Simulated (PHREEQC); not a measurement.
Dissolve 0.22 mol/kgw CuSO4, 0.012 mol/kgw HCl and 0.00027 mol/kgw KCl at 25 °C. Closed to the air; pH follows from the charge balance.

The numbers come from PHREEQC with the ion-association model, phreeqc.dat.

```
quantity                    before     after
------------------------  --------  --------
pH                            2.54      3.25
ionic strength (mol/kgw)     0.424     0.417
SO4-2 (mol/kgw)             0.0992     0.103
K+ (mol/kgw)              0.000236  0.000235
SI of Sylvite (KCl)          -6.83     -7.50
```

Q: Which change was made?
(A) HCl from 0.012 to 0.0132 mol/kgw
(B) HCl from 0.012 to 0.0024 mol/kgw
(C) CuSO4 replaced by (NH4)2SO4 at the same molality
(D) diluted 5-fold with water

A: B, HCl from 0.012 to 0.0024 mol/kgw

No solid was allowed to form.
